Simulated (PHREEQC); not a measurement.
Make-up at 76 °C: 0.0094 mol/kgw HCl, 0.012 mol/kgw Li2SO4 and 0.0023 mol/kgw Na2SO4. Closed to the air; pH follows from the charge balance.

All values are PHREEQC results (ion-association model, wateq4f.dat), not measurements.

```tsv
quantity	before	after
pH	2.48	2.20
ionic strength (mol/kgw)	0.0403	0.0435
HSO4- (mol/kgw)	0.00548	0.00976
LiSO4- (mol/kgw)	0.000394	0.000370
```

### Question
What was changed between the two runs?
(A) Na2SO4 replaced by Ag2SO4 at the same molality
(B) HCl left out
(C) temperature from 76 to 55 °C
(D) Li2SO4 from 0.012 to 0.06 mol/kgw
(E) 0.0039 mol/kgw H2SO4 added

### Answer
E, 0.0039 mol/kgw H2SO4 added

This is a speciation only: nothing precipitates in the calculation. Constants without temperature data keep their 25 °C values here.
